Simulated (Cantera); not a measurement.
A closed system holds: 1 mol Cu2O, 8.1 mol H2, equilibrated at 1877 °C and 200 Pa.

Cantera equilibrium calculation (NASA polynomials, part measured and part estimated; ideal gas, pure solids and liquids). Candidate condensed phases: Cu, CuO, Cu(OH)2, Cu2O, H2O; 12 gas species. Rates play no part.

Base state: H2 0.639, Cu 0.190, H2O 0.0936, H 0.0754, OH 0.00143, O 0.000119, Cu2 3.05e-5 (mole fractions); condensed: gas only.

What changes in the equilibrium state with this change: temperature from 1877 °C to 527 °C?


| species | before | after |
|---|---|---|
| H2 | 0.639 | 0.877 |
| H2O | 0.0936 | 0.123 |
| Cu | 0.190 | <1e-9 |
| H | 0.0754 | <1e-9 |
| OH | 0.00143 | <1e-9 |
| O | 0.000119 | <1e-9 |
| Cu2 | 3.05e-5 | <1e-9 |
| Cu(s), mol | 0 | 2.00 |
